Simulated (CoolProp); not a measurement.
Ethylbenzene at several states: fugacity coefficient from the reference equation and from simpler models built on Tc = 617.1 K, pc = 3622 kPa, ω = 0.304; each cubic takes its own stable root.

Values from CoolProp's reference Helmholtz-energy equation of state, Zhou 2012.

| T (K) | p (kPa) | phase | reference |
|---|---|---|---|
| 461.7 | 138 | gas | 0.9630 |
| 500.6 | 563 | gas | 0.8872 |
| 392 | 27.3 | gas | 0.9866 |
| 345.9 | 1110 | liquid | 0.01184 |

How far does each simpler model (van der Waals, Redlich-Kwong, Soave-Redlich-Kwong, Peng-Robinson) lie from the reference over these 4 states: mean and median of the absolute difference, and the worst?


- van der Waals: mean 377.2 %, median 2.9 %, worst +1502.2 % at 345.9 K and 1110 kPa
- Redlich-Kwong: mean 45.0 %, median 1.4 %, worst +176.9 % at 345.9 K and 1110 kPa
- Soave-Redlich-Kwong: mean 0.7 %, median 0.7 %, worst +1.1 % at 500.6 K and 563 kPa
- Peng-Robinson: mean 0.9 %, median 0.3 %, worst +2.6 % at 345.9 K and 1110 kPa
